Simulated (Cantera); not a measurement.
Charge: 1 mol B, 0.12 mol H₂O, 81 mol N₂, equilibrated at 0.200 bar.

Cantera equilibrium calculation (NASA polynomials, part measured and part estimated; ideal gas, pure solids and liquids). Candidate condensed phases: B, BN, B₂O₃, B₃O₃H₃, H₂O; 39 gas species. N₂ is the only nitrogen source here; it is nearly inert below about 1500 K, so the nitride shown seldom forms there in practice. Mutual solubility and eutectic melting of coexisting phases are not modelled. Equilibrium is a limit: real reactors are often held back by kinetics, nucleation or transport.

Task: Which condensed phases are stable at each of these points (T (K)): 1425, 1525, 1625, 1725, 1825, 1925, 2025, 2125?

Result: 
```csv
T (K),condensed phases,B condensed (%)
1425,BN(s) + B₂O₃(l),99.0
1525,BN(s) + B₂O₃(l),95.5
1625,BN(s),92.2
1725,BN(s),91.6
1825,BN(s),90.7
1925,BN(s),89.5
2025,BN(s),88.5
2125,BN(s),88.1
```

From 1425 K to 1525 K the condensed part is BN(s) + B₂O₃(l). From 1625 K to 2125 K the condensed part is BN(s).
